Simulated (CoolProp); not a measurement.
A single-stage vapour-compression cycle with R115: evaporating at 301.15 K (dew point), condensing at 334.15 K (bubble point), superheat 2 K, subcooling 5 K, compressor efficiency 0.6, no pressure losses. Each further row changes one setting.

The numbers come from the reference Helmholtz-energy equation of state, Lemmon 2016 in CoolProp.

```tsv
case	cooling COP	pressure ratio	discharge temperature (K)	refrigerating effect (kJ/kg)	volumetric capacity (kJ/m³)
as stated	3.94	2.16	339.3	60.7	4600
evaporating temperature 306.15 K	4.91	1.90	339.0	63.0	5470
condensing temperature 329.15 K	4.99	1.94	333.7	67.0	5080
subcooling 10 K	4.36	2.16	339.3	67.2	5090
superheat 12 K	4.12	2.16	348.3	69.3	4910
compressor efficiency 0.5	3.28	2.16	342.0	60.7	4600
```
